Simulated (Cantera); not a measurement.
Mixture: 12.8 % CH₄, 15.9 % O₂, 59.9 % N₂, 11.4 % CO₂, equivalence ratio 1.6, at 750 Torr, adiabatic and at constant pressure. Ignition delay is the time to a rise of 400 K.

Computed with Cantera and GRI-Mech 3.0 (53 species, 325 reactions).

Predict: delay at 1150 K; delay at 1300 K; delay at 1450 K; delay at 1600 K; apparent activation energy between 1525 and 1675 K.

delay at 1150 K: 0.151 s
delay at 1300 K: 18.8 ms
delay at 1450 K: 3.04 ms
delay at 1600 K: 0.648 ms
apparent activation energy between 1525 and 1675 K: 200 kJ/mol
